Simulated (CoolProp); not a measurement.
Vapour-liquid equilibrium of R143a (1) + R152A (2) at 0.0649 bar; x and y are mole fractions of (1).

Values from CoolProp's multi-fluid Helmholtz-energy mixture model, Lemmon and Jacobsen 2000 and Outcalt 1996; pair parameters Bell 2016.

Question: Give the bubble temperature and the first vapour's composition at x = 0.05, 0.8, 0.95. Is there an azeotrope?

Answer: x = 0.05: 198.0 K, y = 0.229; x = 0.8: 183.0 K, y = 0.940; x = 0.95: 181.6 K, y = 0.986. No azeotrope shows between x = 0.05 and 0.95.

Pair parameters are fitted to limited data, so mixtures are less certain than the pure fluids.
